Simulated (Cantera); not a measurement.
Mixture: H2 : O2 : N2 = 1 : 0.5 : 1.88 (molar parts), equivalence ratio 1.0, at 220000 Pa, adiabatic and at constant pressure. Ignition delay is the time to a rise of 400 K.

Computed with Cantera and the H2/O2 subset of GRI-Mech 3.0, which has no nitrogen chemistry. The hydrogen kinetics of GRI-Mech 3.0 are dated; newer H2 mechanisms differ, most at raised pressure. Where the delays flatten at high temperature, the 400 K rule measures the pace of heat release, not the induction time.

**Question.** What does this change do: pressure from 220000 Pa to 230000 Pa?

**Answer.** 
```json
[
 {"quantity": "delay at 1223 K", "before": "20.3 µs", "after": "19.5 µs"},
 {"quantity": "delay at 1323 K", "before": "12.3 µs", "after": "11.7 µs"},
 {"quantity": "delay at 1423 K", "before": "8.53 µs", "after": "8.13 µs"},
 {"quantity": "delay at 1523 K", "before": "6.56 µs", "after": "6.23 µs"},
 {"quantity": "delay at 1623 K", "before": "5.50 µs", "after": "5.19 µs"},
 {"quantity": "delay at 1723 K", "before": "4.95 µs", "after": "4.65 µs"},
 {"quantity": "delay at 1823 K", "before": "4.73 µs", "after": "4.43 µs"}
]
```

**Question.** What does this change do: pressure from 220000 Pa to 34000 Pa?

**Answer.** 
| quantity | before | after |
|---|---|---|
| delay at 1223 K | 20.3 µs | 0.137 ms |
| delay at 1323 K | 12.3 µs | 0.104 ms |
| delay at 1423 K | 8.53 µs | 91.2 µs |
| delay at 1523 K | 6.56 µs | 88.6 µs |
| delay at 1623 K | 5.50 µs | 92.8 µs |
| delay at 1723 K | 4.95 µs | 0.102 ms |
| delay at 1823 K | 4.73 µs | 0.115 ms |

**Question.** What does this change do: constant volume in place of constant pressure?

**Answer.** 
```csv
quantity,before,after
delay at 1223 K,20.3 µs,19.4 µs
delay at 1323 K,12.3 µs,11.6 µs
delay at 1423 K,8.53 µs,7.90 µs
delay at 1523 K,6.56 µs,5.89 µs
delay at 1623 K,5.50 µs,4.74 µs
delay at 1723 K,4.95 µs,4.09 µs
delay at 1823 K,4.73 µs,3.75 µs
```
